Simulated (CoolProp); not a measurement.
Vapour-liquid equilibrium of CH3F (R41) (1) + chloromethane (R40) (2) at 265.8 K; x and y are mole fractions of (1).

Model: multi-fluid Helmholtz-energy mixture model, Lemmon 2006 and Thol 2014; pair parameters Bell 2016, in CoolProp.

| x | bubble pressure (kPa) | y at the bubble point | dew pressure at overall composition x (kPa) | liquid density (mol/L) |
|---|---|---|---|---|
| 0.05 | 273.7 | 0.296 | 208.1 | 19.41 |
| 0.125 | 387.0 | 0.527 | ___ | 19.60 |
| 0.2 | 499.7 | 0.654 | 243.8 | 19.77 |
| 0.275 | ___ | 0.734 | 266.6 | 19.94 |
| 0.35 | 720.2 | 0.790 | 293.9 | 20.09 |
| 0.425 | 827.2 | 0.831 | 327.5 | ___ |
| 0.5 | 932.3 | 0.864 | 369.5 | 20.37 |
| 0.575 | ___ | 0.890 | 423.5 | ___ |
| 0.65 | 1139 | ___ | 495.6 | 20.58 |
| 0.725 | 1243 | 0.933 | 595.9 | 20.65 |
| 0.8 | 1350 | 0.952 | ___ | 20.70 |
| 0.875 | 1460 | ___ | 974.4 | 20.72 |
| 0.95 | 1578 | 0.988 | 1340 | 20.70 |

**Question.** Complete the blanks.

**Answer.** 
- 0.125, dew pressure at overall composition x (kPa): 224.5
- 0.275, bubble pressure (kPa): 611.0
- 0.425, liquid density (mol/L): 20.24
- 0.575, bubble pressure (kPa): 1036
- 0.575, liquid density (mol/L): 20.48
- 0.65, y at the bubble point: 0.913
- 0.8, dew pressure at overall composition x (kPa): 743.6
- 0.875, y at the bubble point: 0.970

No azeotrope shows between x = 0.05 and 0.95.

Pair parameters are fitted to limited data, so mixtures are less certain than the pure fluids. The gap from Raoult's law changes sign with composition, which may be real or a fault of the pair parameters; it wasn't checked against measurements.
